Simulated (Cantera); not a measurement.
Standard-state values (1 bar) from the NASA 1993 polynomials, evaluated with Cantera. Values are per mole of reaction as written; species without (g) are pure solids or liquids, kept so even where they would boil at 1 bar.

Ti₄O₇ → O(g) + 2 Ti₂O₃

```json
[
 {"T (K)": "723", "ΔH° (kJ)": "623.1", "ΔS° (J/K)": "139.1", "ΔG° (kJ)": "522.5", "log10 K": "-37.75"},
 {"T (K)": "773", "ΔH° (kJ)": "624.1", "ΔS° (J/K)": "140.6", "ΔG° (kJ)": "515.5", "log10 K": "-34.83"},
 {"T (K)": "823", "ΔH° (kJ)": "625.2", "ΔS° (J/K)": "141.9", "ΔG° (kJ)": "508.4", "log10 K": "-32.27"},
 {"T (K)": "873", "ΔH° (kJ)": "626.2", "ΔS° (J/K)": "143.1", "ΔG° (kJ)": "501.3", "log10 K": "-29.99"},
 {"T (K)": "923", "ΔH° (kJ)": "627.2", "ΔS° (J/K)": "144.2", "ΔG° (kJ)": "494.1", "log10 K": "-27.96"},
 {"T (K)": "973", "ΔH° (kJ)": "628.2", "ΔS° (J/K)": "145.2", "ΔG° (kJ)": "486.9", "log10 K": "-26.14"},
 {"T (K)": "1023", "ΔH° (kJ)": "629.1", "ΔS° (J/K)": "146.1", "ΔG° (kJ)": "479.6", "log10 K": "-24.49"},
 {"T (K)": "1073", "ΔH° (kJ)": "?", "ΔS° (J/K)": "?", "ΔG° (kJ)": "?", "log10 K": "?"},
 {"T (K)": "1123", "ΔH° (kJ)": "630.9", "ΔS° (J/K)": "147.8", "ΔG° (kJ)": "464.9", "log10 K": "-21.62"},
 {"T (K)": "1173", "ΔH° (kJ)": "?", "ΔS° (J/K)": "?", "ΔG° (kJ)": "?", "log10 K": "?"},
 {"T (K)": "1223", "ΔH° (kJ)": "632.6", "ΔS° (J/K)": "149.2", "ΔG° (kJ)": "450.1", "log10 K": "-19.22"}
]
```

What belongs in the gaps?


- 1073, ΔH° (kJ): 630.0
- 1073, ΔS° (J/K): 147.0
- 1073, ΔG° (kJ): 472.3
- 1073, log10 K: -22.99
- 1173, ΔH° (kJ): 631.7
- 1173, ΔS° (J/K): 148.5
- 1173, ΔG° (kJ): 457.5
- 1173, log10 K: -20.37
